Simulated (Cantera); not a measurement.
What does this Cantera script print?

```python
import numpy as np
import cantera as ct

gas_names = """
    CL CL2 H HCL H2 N NH NH2 NH3 N2 N2H2 N2H4 Si SiCL SiCL2 SiCL3 SiCL4 SiH SiHCL3 SiH2 SiH2CL2 SiH3
    SiH3CL SiH4 SiN Si2 Si2N Si3
""".split()
cond_names = """
    NH4CL(a) NH4CL(b) Si(cr) Si(L) Si3N4(a)
""".split()


# ... load() reads the species with a 1 bar reference pressure and builds the phases ...
atoms = {
    'Si2Cl6': {'Si': 2, 'CL': 6},
    'N2': {'N': 2},
    'H2': {'H': 2},
}
top_T = {'Si3N4(a)': 2400}  # K; cautious upper limits of use, not melting points


# ... equilibrate(T, P, feed) seeds the gas with the atoms and calls Mixture.equilibrate('TP', solver="vcs", rtol=1e-11, max_steps=5000) ...
results = []
feed = {'Si2Cl6': 1, 'N2': 41, 'H2': 11}  # mol
P = 10000  # Pa
for T in [750, 900, 1050, 1200, 1350, 1500, 1650, 1800, 1950]:
    mix = equilibrate(T, P, feed)
    results.append((T, P, feed, dict(zip(mix.species_names, mix.species_moles))))

top = {s: max(r[3][s] / sum(r[3][g] for g in gas_names) for r in results) for s in gas_names}
cols = sorted((s for s in top if top[s] > 0.001), key=lambda s: -top[s])[:9]
seen = [c for c in cond_names if any(r[3].get(c, 0) > 1e-12 for r in results)]
print("log10 of partial pressures in bar; condensed amounts in mol")
print(f"{'T/K':>10s}" + "".join(f"{s[:9]:>10s}" for s in cols + seen))
for T, P, feed, n in results:
    ng = sum(n[g] for g in gas_names)
    print(f"{T:10.4g}" + "".join(f"{np.log10(max(n[s] / ng * P / 1e5, 1e-99)):10.3f}" for s in cols)
          + "".join(f"{n.get(c, 0):10.4g}" for c in seen))
```

Output:

```
log10 of partial pressures in bar; condensed amounts in mol
       T/K        N2        H2       HCL     SiCL2     SiCL4         H     Si(L)  Si3N4(a)
       750    -1.130    -1.810    -1.999   -13.027    -3.538   -13.405         0    0.6148
       900    -1.130    -1.818    -1.975    -9.881    -3.835   -10.841         0    0.6404
      1050    -1.131    -1.821    -1.965    -7.656    -4.068    -9.002         0    0.6511
      1200    -1.131    -1.823    -1.961    -6.002    -4.249    -7.616         0    0.6556
      1350    -1.131    -1.823    -1.961    -4.731    -4.403    -6.534         0    0.6535
      1500    -1.131    -1.819    -1.975    -3.754    -4.591    -5.664         0    0.6231
      1650    -1.130    -1.802    -2.037    -3.075    -4.972    -4.943         0    0.5013
      1800    -1.129    -1.775    -2.170    -2.692    -5.643    -4.333         0    0.2866
      1950    -1.128    -1.755    -2.337    -2.513    -6.457    -3.818    0.2571         0
```

Equilibrium computed with Cantera from the NASA thermochemical tables; the gas is ideal and each condensed phase is pure. The feed counts by its element totals alone. N2 is the only nitrogen source here; it is nearly inert below about 1500 K, so the nitride shown seldom forms there in practice. The tables' values for SiCl3, SiCl, SiN are old estimates; treat these amounts as uncertain. Gases not in the tables: Si2H6 and higher silanes.
